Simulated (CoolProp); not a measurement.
2000 sccm (0 °C, 1 atm) of nitrogen bubbles through liquid n-hexane at 283.1 K and leaves saturated at a total pressure of 0.15 MPa (ideal gas phase). Each further row changes one setting.

Values from CoolProp's reference Helmholtz-energy equation of state, Thol 2019.

| case | vapour pressure (kPa) | mole fraction of vapour | delivery (mg/min) | delivery (sccm) | change of delivery for a bath 1 K warmer (%) |
|---|---|---|---|---|---|
| as stated | 10.1 | 0.0671 | 553 | 144 | 5.4 |
| bath temperature 288.1 K | ___ | 0.0853 | 717 | 187 | ___ |
| total pressure 0.3 MPa | 10.1 | 0.0335 | 267 | 69.4 | ___ |

**Question.** Complete the blanks.

**Answer.** 
- bath temperature 288.1 K, vapour pressure (kPa): 12.8
- bath temperature 288.1 K, change of delivery for a bath 1 K warmer (%): 5.3
- total pressure 0.3 MPa, change of delivery for a bath 1 K warmer (%): 5.2
